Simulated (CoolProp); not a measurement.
Vapour-liquid equilibrium of acetone (1) + p-xylene (2) at 1.94 bar; x and y are mole fractions of (1).

The numbers come from the multi-fluid Helmholtz-energy mixture model, Lemmon 2006 and Zhou 2012; pair parameters Bell 2016 in CoolProp.

```csv
x,bubble temperature (K),y at the bubble point,dew temperature at overall composition x (K),liquid density (mol/L)
0.05,419.3,0.371,…,7.146
0.125,…,0.635,432.0,7.537
0.2,389.1,0.756,428.4,7.887
0.275,381.0,0.821,424.6,8.222
0.35,375.2,0.862,420.5,8.558
0.425,…,0.890,416.0,8.904
0.5,366.9,0.911,411.1,9.266
0.575,363.8,0.928,405.7,9.649
0.65,360.9,0.943,399.5,10.06
0.725,358.3,0.956,392.4,10.50
0.8,355.8,0.968,383.8,10.98
0.875,353.5,0.980,373.1,11.49
0.95,351.1,0.992,359.5,12.06
```

Q: Some entries are withheld; supply them.

A: 
- 0.05, dew temperature at overall composition x (K): 435.4
- 0.125, bubble temperature (K): 400.9
- 0.425, bubble temperature (K): 370.6

No azeotrope shows between x = 0.05 and 0.95.

Pair parameters are fitted to limited data, so mixtures are less certain than the pure fluids.
